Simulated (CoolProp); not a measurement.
Ethylene at 365.96 K and 0.848 MPa is throttled through a valve to 0.512 MPa with no heat exchange. Each further row changes one setting.

The numbers come from the reference Helmholtz-energy equation of state, Smukala 2000 in CoolProp.

| case | temperature change (K) | final density (kg/m³) |
|---|---|---|
| as stated | -2.1 | 4.82 |
| outlet pressure 0.154 MPa | -4.3 | 1.44 |
| outlet pressure 0.666 MPa | -1.1 | 6.28 |
